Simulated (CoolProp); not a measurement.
Saturation properties of vinyl chloride.

Computed with CoolProp (reference Helmholtz-energy equation of state, Thol 2022).

```
T (K)  p (MPa)  liquid density (kg/m³)  vapour density (kg/m³)  enthalpy of vaporisation (kJ/kg)  liquid cp (kJ/(kg K))
-----  -------  ----------------------  ----------------------  --------------------------------  ---------------------
216.8        …                    1044                  0.4100                             389.3                  1.480
243.8  0.05123                   997.3                   1.608                             367.7                  1.474
270.9   0.1596                   949.4                   4.614                                 …                  1.491
297.9   0.3921                   899.7                   10.70                             322.5                  1.532
324.9   0.8172                   846.5                   21.64                             296.2                  1.602
351.9    1.513                   786.9                   40.20                             264.6                  1.726
378.9    2.570                       …                   72.00                             223.3                  1.994
405.9    4.109                   609.2                   135.3                             158.8                  2.958
```

### Question
Complete the blanks.

### Answer

- 216.8, p (MPa): 0.01175
- 270.9, enthalpy of vaporisation (kJ/kg): 345.8
- 378.9, liquid density (kg/m³): 714.5

It boils at 259.3 K under 1 atm.
